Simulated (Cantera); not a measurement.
Mixture: CH4 : O2 : N2 = 1 : 1 : 3.7 (molar parts), equivalence ratio 2.0, at 13.0 bar, adiabatic and at constant volume. Ignition delay is the time to a rise of 400 K.

Cantera simulation using GRI-Mech 3.0 (53 species, 325 reactions); the numbers are that mechanism's predictions, not measurements. The pressure lies above the range GRI-Mech 3.0 was tuned for (to about 10 atm).

Q: What does this change do: pressure from 13.0 bar to 1.20 bar?

A: 
```tsv
quantity	before	after
delay at 1050 K	36.0 ms	0.542 s
delay at 1250 K	2.60 ms	26.4 ms
delay at 1450 K	0.300 ms	2.20 ms
delay at 1650 K	46.1 µs	0.299 ms
delay at 1850 K	9.57 µs	69.4 µs
apparent activation energy between 1650 and 1850 K	200 kJ/mol	190 kJ/mol
```

Q: What does this change do: pressure from 13.0 bar to 4.90 bar?

A: 
```csv
quantity,before,after
delay at 1050 K,36.0 ms,0.116 s
delay at 1250 K,2.60 ms,7.26 ms
delay at 1450 K,0.300 ms,0.719 ms
delay at 1650 K,46.1 µs,0.100 ms
delay at 1850 K,9.57 µs,20.9 µs
apparent activation energy between 1650 and 1850 K,200 kJ/mol,200 kJ/mol
```
